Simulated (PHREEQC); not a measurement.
Synthetic water in mg/L, 25 °C, pH 6.64, pe 9.8: Na 4.49; K 0.123; Ca 0.108; Mg 0.745; Cl 1.23; S(6) as SO4 5.03; Alkalinity as HCO3 7.87; O(0) (dissolved oxygen) 0.0126; Si as SiO2 0.102; F 0.0462; Ni 0.00522.

Valence states are taken as typed.

Model: ion-association model, wateq4f.dat, run in PHREEQC.

```tsv
quantity	before	after
CO2 (mol/kgw)	6.50e-5	3.25e-5
MgSO4 (mol/kgw)	3.11e-7	3.11e-7
Ni+2 (mol/kgw)	7.40e-8	6.46e-8
NaSO4- (mol/kgw)	4.67e-8	4.67e-8
MgHCO3+ (mol/kgw)	4.20e-8	4.19e-8
CO3-2 (mol/kgw)	2.82e-8	5.61e-8
SI of Quartz (SiO2)	-1.79	-1.79
```

Q: What was changed between the two runs?
A. temperature from 25 to 75 °C at the same typed pH
B. pH from 6.64 to 6.94 at the same alkalinity
C. pH from 6.64 to 5.64 at the same alkalinity
D. F from 0.0462 to 0.0924 mg/L

A: B, pH from 6.64 to 6.94 at the same alkalinity

Precipitation was switched off in this run. SiF6-2 is the database's only silicon fluoride. The database's nickel carbonate constants are estimates that later reviews lower a good deal.
